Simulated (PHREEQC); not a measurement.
Dissolve 0.19 mol/kgw KHCO3 and 0.098 mol/kgw Na2SO4 at 20 °C. Closed to the air; pH follows from the charge balance.

All values are PHREEQC results (ion-association model, phreeqc.dat), not measurements.

pH: 7.95
ionic strength: 0.418 mol/kgw
activity of water: 0.989
specific conductance: 24800 µS/cm
density: 1.023 g/cm³
total alkalinity: 190 meq/kg

| species | molality | activity | log γ |
|---|---|---|---|
| HCO3- | 0.176 | 0.124 | -0.153 |
| K+ | 0.174 | 0.115 | -0.181 |
| Na+ | 0.173 | 0.125 | -0.141 |
| SO4-2 | 0.0687 | 0.0153 | -0.652 |
| KSO4- | 0.0160 | 0.0113 | -0.153 |
| NaSO4- | 0.0132 | 0.00932 | -0.153 |
| NaHCO3 | 0.00815 | 0.00897 | 0.042 |
| CO2 | 0.00305 | 0.00336 | 0.042 |
| CO3-2 | 0.00190 | 0.000467 | -0.610 |
| NaCO3- | 0.00115 | 0.000843 | -0.135 |
| OH- | 9.35e-7 | 6.07e-7 | -0.188 |
| (CO2)2 | 1.59e-7 | 1.75e-7 | 0.042 |

This is a speciation only: nothing precipitates in the calculation. Complexes and solids missing from the database can't appear.
